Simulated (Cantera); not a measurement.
# Halide evaporation, hydrolysis and transport: NaI + H₂

Charge: 1 mol NaI, 0.17 mol H₂, at 1200 K and 0.100 bar.

These are equilibrium values from Cantera (NASA tables, ideal gas, pure condensed phases), not measurements of a reactor. Candidate condensed phases: I₂, Na, NaI; 9 gas species. Gases not in the tables: NaBr and NaI dimers. Equilibrium is a limit: real reactors are often held back by kinetics, nucleation or transport.

```yaml
x(H₂): 0.794
x(NaI): 0.206
x(Na): 0.000179
x(HI): 0.000150
x(I): 2.94e-5
n(NaI(l)): 0.956 mol
gas_amount: 0.2141 mol
log10 activity of Na(l) (absent): -4.86
log10 activity of I₂(l) (absent): -12.10
```
